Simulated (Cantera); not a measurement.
Fluorocarbon and chlorocarbon gases: CHF₃ + CH₄ + H₂

Input: 1 mol CHF₃, a varied amount of CH₄, 15 mol H₂, at 12.0 Pa.

Equilibrium computed with Cantera from the NASA thermochemical tables; the gas is ideal and each condensed phase is pure. Candidate condensed phases: C, C₆H₆, C₇H₈, C₈H₁₈; 95 gas species. Equilibrium is a limit: real reactors are often held back by kinetics, nucleation or transport.

Stable condensed phases:

```
T in °C \ n(CH₄) in mol
         0.0068  0.011  0.018   0.03  0.048  0.078   0.13   0.21   0.34   0.55    0.9    1.5
   2627       A      A      A      A      A      A      A      A      A      A      A      A
   2577       A      A      A      A      A      A      A      A      A      A      A      A
   2527       A      A      A      A      A      A      A      A      A      A      A      A
   2477       A      A      A      A      A      A      A      A      A      A      A      A
   2427       A      A      A      A      A      A      A      A      A      A      A      A
   2377       A      A      A      A      A      A      A      A      A      A      A      A
   2327       A      A      A      A      A      A      A      A      A      A      A      B
   2277       A      A      A      B      B      B      B      B      B      B      B      B
   2227       B      B      B      B      B      B      B      B      B      B      B      B
   2177       B      B      B      B      B      B      B      B      B      B      B      B
```

A: gas only; B: C.
